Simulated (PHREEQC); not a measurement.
Consider water at 15 °C with 140 mmol/kgw SrCl2 and 0.0027 mmol/kgw H4SiO4. Closed to the air; pH follows from the charge balance.

All values are PHREEQC results (ion-association model, wateq4f.dat), not measurements.

This is a speciation only: nothing precipitates in the calculation.

**Question.** What pH does the model give?

**Answer.** pH 7.05.

Complexes and solids missing from the database can't appear.
